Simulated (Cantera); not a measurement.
Charge: 1 mol Al(CH3)3, a varied amount of N2O, 200 mol H2, at 1998.15 K and 51.0 mbar.

These are equilibrium values from Cantera (NASA tables, ideal gas, pure condensed phases), not measurements of a reactor. Candidate condensed phases: Al, AlN, Al2O3, C, C6H6, C7H8, C8H18, H2O; 148 gas species. The feed counts by its element totals alone. The tables' values for AlOH are old estimates; treat these amounts as uncertain. Rates play no part.

log p: log10 of the partial pressure in bar; n: condensed amount in mol.

```
n(N2O) (mol)  log p H2    log p N2   log p H2O  log p CO  log p H  n Al2O3(s)
------------  --------  ----------  ----------  --------  -------  ----------
3                -1.31       -3.14       -7.23     -3.15    -3.45           0
4.2              -1.31       -3.00       -5.26     -3.14    -3.45       0.372
5.4              -1.31       -2.89       -3.67     -3.15    -3.45       0.499
6.6              -1.32  (withheld)  (withheld)     -3.15    -3.45       0.500
7.8              -1.32       -2.73       -3.11     -3.15    -3.46       0.500
8.9              -1.33       -2.68       -2.99     -3.15    -3.46       0.500
10               -1.33       -2.63       -2.89     -3.16    -3.46       0.500
11               -1.34       -2.59  (withheld)     -3.16    -3.46       0.500
12               -1.34       -2.56       -2.76     -3.16    -3.47       0.500
```

Problem. Complete the blanks.

Solution. 
- 11, log p H2O: -2.82
- 6.6, log p N2: -2.81
- 6.6, log p H2O: -3.30
